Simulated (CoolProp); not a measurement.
A closed Brayton cycle with dry air: compressor inlet 325.15 K and 6.1 MPa, high pressure 16.7 MPa, turbine inlet 770 K, compressor efficiency 0.85, turbine efficiency 0.9, recuperator effectiveness 0.8 (on enthalpy, no pinch check). Each further row changes one setting.

Model: reference Helmholtz-energy equation of state, Lemmon 2000, in CoolProp. It is a pseudo-pure fit of the blend.

```json
[
 {"case": "as stated", "thermal efficiency (%)": "23.0", "net work (kJ/kg)": "50.5", "compressor to turbine work": "0.72", "compressor exit (K)": "453.8", "turbine exit (K)": "605.3"},
 {"case": "turbine inlet 720 K", "thermal efficiency (%)": "19.4", "net work (kJ/kg)": "38.5", "compressor to turbine work": "0.77", "compressor exit (K)": "453.8", "turbine exit (K)": "564.4"},
 {"case": "compressor inlet 335.15 K", "thermal efficiency (%)": "21.4", "net work (kJ/kg)": "46.2", "compressor to turbine work": "0.75", "compressor exit (K)": "467.5", "turbine exit (K)": "605.3"},
 {"case": "high pressure 14.2 MPa", "thermal efficiency (%)": "23.8", "net work (kJ/kg)": "48.4", "compressor to turbine work": "0.69", "compressor exit (K)": "430.6", "turbine exit (K)": "629.3"},
 {"case": "recuperator effectiveness 0.5", "thermal efficiency (%)": "18.9", "net work (kJ/kg)": "50.5", "compressor to turbine work": "0.72", "compressor exit (K)": "453.8", "turbine exit (K)": "605.3"}
]
```
